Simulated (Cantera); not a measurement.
## Premixed flame

A freely propagating, adiabatic, planar premixed flame of H2 : O2 : N2 : H2O = 1 : 0.806 : 2.1 : 0.084 (molar parts), unburnt at 400 K and 0.237 atm; mixture-averaged transport, grid criteria slope 0.08 and curve 0.16, no radiation.

Detailed kinetics in Cantera: the H2/O2 subset of GRI-Mech 3.0, which has no nitrogen chemistry. Burning velocities carry a grid error of a few per cent, more on coarse grids. Lean hydrogen flames are cellular in practice and burn faster than this planar one.

```
z (mm)  T (K)  u (m/s)     x H2    x O2   x H2O     x HO2       x O      x OH
------  -----  -------  -------  ------  ------  --------  --------  --------
-6.34     400     2.92    0.251   0.202  0.0211     <1e-8     <1e-8     <1e-8
-4.23     400     2.92    0.251   0.202  0.0211     <1e-8     <1e-8     <1e-8
-3.17     400     2.92    0.251   0.202  0.0211     <1e-8     <1e-8     <1e-8
-2.11     400     2.92    0.251   0.202  0.0211   3.56e-8     <1e-8     <1e-8
-1.06     408     2.97    0.246   0.203  0.0214   8.04e-5   1.31e-6   1.03e-5
-0.529    626     4.42    0.210   0.201  0.0393  0.000144  0.000146  0.000840
0        1061     7.24    0.115   0.168   0.121   5.19e-5   0.00517   0.00269
0.529    1367     9.23   0.0384   0.112   0.215   2.72e-5    0.0155   0.00891
1.06     1516     10.2   0.0237  0.0964   0.240   1.95e-5    0.0180    0.0125
2.11     1672     11.1   0.0206  0.0915   0.252   1.42e-5    0.0164    0.0157
4.23     1824     12.0   0.0172  0.0887   0.264   9.86e-6    0.0131    0.0176
8.46     1962     12.8   0.0126  0.0868   0.276   6.35e-6   0.00914    0.0178
16.9     2072     13.4  0.00793  0.0861   0.287   4.10e-6   0.00554    0.0158
```
x: mole fraction of selected species; z is measured from the peak of heat release.

```yaml
laminar_burning_velocity: 292 cm/s
thermal_thickness: 2.11 mm
peak x(HO2): 0.000222
peak x(O): 0.0180
peak x(OH): 0.0180
grid_points: 114
```
